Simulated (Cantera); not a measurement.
## Thermodynamics of thermal oxidation and active oxidation of silicon, feed Si + CO2 + N2

Input: 1 mol Si, 0.98 mol CO2, 36 mol N2, held at 0.0133 bar.

Equilibrium computed with Cantera from the NASA thermochemical tables; the gas is ideal and each condensed phase is pure. Candidate condensed phases: C, Si, SiC, SiO2, Si2N2O, Si3N4; 34 gas species. N2 is the only nitrogen source here; it is nearly inert below about 1500 K, so the nitride shown seldom forms there in practice. Mutual solubility and eutectic melting of coexisting phases are not modelled. The tables hold silica as quartz up to 1696 K and as liquid above; real silica turns to tridymite and cristobalite and melts near 1996 K. Rates play no part.

| T (°C) | log p N2 | log p CO | log p SiO | log p CO2 | n SiO2(β-quartz) | n Si2N2O(s) |
|---|---|---|---|---|---|---|
| 1052 | -1.89 | -3.45 | -7.34 | -7.64 | 0.320 | 0.340 |
| 1077 | -1.89 | -3.45 | -6.97 | -7.64 | 0.320 | 0.340 |
| 1102 | -1.89 | -3.45 | -6.61 | -7.63 | 0.320 | 0.340 |
| 1127 | -1.89 | -3.45 | -6.27 | -7.63 | 0.319 | 0.340 |
| 1152 | -1.89 | -3.45 | -5.94 | -7.62 | 0.319 | 0.339 |
| 1177 | -1.89 | -3.45 | -5.63 | -7.61 | 0.318 | 0.338 |
| 1202 | -1.89 | -3.45 | -5.32 | -7.61 | 0.316 | 0.336 |
| 1227 | -1.89 | -3.45 | -5.02 | -7.60 | 0.311 | 0.331 |
| 1252 | -1.89 | -3.45 | -4.74 | -7.60 | 0.303 | 0.323 |
| 1277 | -1.89 | -3.45 | -4.46 | -7.59 | 0.288 | 0.308 |
| 1302 | -1.89 | -3.45 | -4.19 | -7.59 | 0.261 | 0.281 |
| 1327 | -1.89 | -3.45 | -3.93 | -7.59 | 0.212 | 0.232 |
| 1352 | -1.89 | -3.46 | -3.68 | -7.59 | 0.125 | 0.145 |
| 1377 | -1.90 | -3.46 | -3.47 | -7.66 | 0 | 0.0201 |
log p: log10 of the partial pressure in bar; n: condensed amount in mol.

From 1052 °C to 1352 °C the condensed part is SiO2(β-quartz) + Si2N2O(s). At 1377 °C the condensed part is Si2N2O(s). The main Si-bearing gas is SiO throughout.
